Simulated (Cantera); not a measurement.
## Silicon epitaxy and polysilicon growth: Si₂H₆ + H₂ + HCl

A closed system holds: 1 mol Si₂H₆, 33 mol H₂, 0.69 mol HCl, at 13300 Pa.

Equilibrium computed with Cantera from the NASA thermochemical tables; the gas is ideal and each condensed phase is pure. Candidate condensed phases: Si; 19 gas species. The feed counts by its element totals alone. The tables' values for SiCl₃ are old estimates; treat these amounts as uncertain. Rates play no part.

From 600 °C to 1250 °C the condensed part is Si(s). The main Si-bearing gas is SiCl₄ at 600 °C and SiCl₂ at 1250 °C.

```
T (°C)  log p H₂  log p HCl  log p SiCl₄  log p SiHCl₃  n Si(s)
------  --------  ---------  -----------  ------------  -------
600        -0.88      -3.52        -3.50         -3.53     1.82
650        -0.88      -3.30        -3.54         -3.57     1.84
700        -0.88      -3.11        -3.62         -3.63     1.86
750        -0.88      -2.96        -3.73         -3.73     1.88
800        -0.88      -2.83        -3.91         -3.87     1.91
850        -0.88      -2.75        -4.16         -4.06     1.93
900        -0.88      -2.69        -4.50         -4.32     1.95
950        -0.88      -2.66        -4.90         -4.63     1.96
1000       -0.88      -2.65        -5.32         -4.95     1.97
1050       -0.88      -2.65        -5.73         -5.26     1.97
1100       -0.88      -2.65        -6.13         -5.56     1.97
1150       -0.88      -2.65        -6.50         -5.84     1.97
1200       -0.88      -2.65        -6.85         -6.11     1.97
1250       -0.88      -2.65        -7.17         -6.36     1.96
```
log p: log10 of the partial pressure in bar; n: condensed amount in mol.
